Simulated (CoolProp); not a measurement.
Aqueous lithium chloride as a coolant, at 24 °C, 1 atm.

Computed with CoolProp (Melinder's fits for secondary coolants).

| mass % | freezing point (°C) | conductivity (W/(m K)) | density (kg/m³) | Prandtl number | cp (kJ/(kg K)) |
|---|---|---|---|---|---|
| 5.7 | -6.0 | 0.590 | 1030 | 7.30 | 3.881 |
| 8.1 | -9.2 | 0.584 | 1044 | 7.77 | 3.765 |
| 10.4 | -12.9 | 0.579 | 1057 | 8.29 | 3.660 |
| 12.8 | -17.9 | 0.573 | 1071 | 8.91 | 3.555 |
| 15.2 | -24.5 | 0.568 | 1085 | 9.62 | 3.456 |
| 17.6 | -33.3 | 0.563 | 1100 | 10.4 | 3.364 |
| 20 | -43.9 | 0.558 | 1114 | 11.4 | 3.281 |
